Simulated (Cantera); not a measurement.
A closed system holds: 1 mol Si₂Cl₆, 5.3 mol NH₃, 19 mol N₂, equilibrated at 1048 K and 24000 Pa.

Cantera equilibrium calculation (NASA polynomials, part measured and part estimated; ideal gas, pure solids and liquids). The feed counts by its element totals alone. Rates play no part.

```csv
species,before,after
H₂,0.170,0.408
HCl,0.169,0.324
N₂,0.655,0.241
SiCl₄,0.00579,0.0264
SiHCl₃,5.97e-5,0.000341
SiCl₃,9.26e-6,3.41e-5
NH₃,5.86e-6,1.32e-5
"Si₃N₄(s), mol",0.606,0.542
```
Gas species are given as mole fractions.

Question: What was changed between the two runs?
A) temperature from 1048 K to 1198 K
B) N₂ from 19 to 1.8 mol
C) temperature from 1048 K to 1423.15 K
D) temperature from 1048 K to 1973.15 K

Answer: B, N₂ from 19 to 1.8 mol. The tables' values for SiCl₃ are old estimates; treat these amounts as uncertain
